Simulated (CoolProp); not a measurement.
m-xylene along the isobar 4.78 MPa: density (kg/m³) from the reference equation and from simpler models built on Tc = 343.7 °C, pc = 3.535 MPa, ω = 0.326; each cubic takes its own stable root.

The numbers come from the reference Helmholtz-energy equation of state, Zhou 2012 in CoolProp.

| T (°C) | phase | reference |
|---|---|---|
| 233.05 | liquid | 663.5 |
| 241.75 | liquid | 652.8 |
| 250.55 | liquid | 641.4 |
| 259.25 | liquid | 629.8 |
| 268.05 | liquid | 617.4 |
| 276.75 | liquid | 604.5 |
| 285.55 | liquid | 590.7 |
| 294.35 | liquid | 575.9 |
| 303.05 | liquid | 560.1 |
| 311.85 | liquid | 542.6 |
| 320.55 | liquid | 523.5 |
| 329.35 | liquid | 501.7 |
| 338.05 | liquid | 476.7 |
| 346.85 | supercritical | 446.2 |

### Question
How far does each simpler model (van der Waals, Peng-Robinson) lie from the reference over these 14 states: mean and median of the absolute difference, and the worst?

### Answer
- van der Waals: mean 38.2 %, median 38.9 %, worst -40.4 % at 233.05 °C and 4.78 MPa
- Peng-Robinson: mean 6.1 %, median 5.4 %, worst -12.4 % at 346.85 °C and 4.78 MPa
